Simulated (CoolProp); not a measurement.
Saturation properties of C3F8 (R218) (Tc = 71.9 °C, pc = 2640 kPa, ω = 0.317).

Model: reference Helmholtz-energy equation of state, Lemmon 2006, in CoolProp. It is a short technical equation, of lower accuracy than the large ones.

```
T (°C)  p (kPa)  surface tension (mN/m)  liquid viscosity (µPa s)
------  -------  ----------------------  ------------------------
-93.85    2.775                    17.6                         …
-76.75    10.62                    15.4                       923
-59.75    31.36                       …                       654
-42.75    76.74                    11.2                       482
-25.65    163.3                    9.20                       364
-8.65         …                       …                       279
8.35      538.8                       …                       216
25.45         …                    3.71                       166
42.45         …                    2.12                         …
```

Q: Some entries are withheld; supply them.

A: 
- -93.85, liquid viscosity (µPa s): 1390
- -59.75, surface tension (mN/m): 13.3
- -8.65, p (kPa): 309.8
- -8.65, surface tension (mN/m): 7.28
- 8.35, surface tension (mN/m): 5.45
- 25.45, p (kPa): 878.0
- 42.45, p (kPa): 1353
- 42.45, liquid viscosity (µPa s): 125

It boils at -36.8 °C under 1 atm.

Viscosity comes from a separate model (Huber 2003), an estimate that may be off by 10 % or more. Surface tension comes from a separate correlation (Mulero 2012).
